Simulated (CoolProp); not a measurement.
Vapour-liquid equilibrium of R143a (1) + fluoroethane (R161) (2) at -31.75 °C; x and y are mole fractions of (1).

The numbers come from the multi-fluid Helmholtz-energy mixture model, Lemmon and Jacobsen 2000 and Wu 2012; pair parameters Bell 2016 in CoolProp.

```csv
x,bubble pressure (MPa),y at the bubble point,dew pressure at overall composition x (MPa),liquid density (mol/L)
0.05,0.1354,0.077,0.1340,16.64
0.15,0.1433,0.216,0.1395,16.25
0.25,0.1508,[?],0.1453,15.87
0.35,0.1579,0.448,0.1515,15.50
0.45,0.1648,0.549,[?],15.14
0.55,0.1715,0.642,0.1649,14.80
0.65,0.1780,[?],0.1721,14.46
0.75,0.1844,0.811,0.1796,14.14
0.85,0.1908,[?],0.1876,13.82
0.95,0.1971,0.964,0.1959,13.51
```

Problem. Fill in the missing entries.

Solution. 
- 0.25, y at the bubble point: 0.338
- 0.45, dew pressure at overall composition x (MPa): 0.1580
- 0.65, y at the bubble point: 0.729
- 0.85, y at the bubble point: 0.889

No azeotrope shows between x = 0.05 and 0.95.

The pair parameters rest on a limited set of measurements; away from them the model extrapolates.
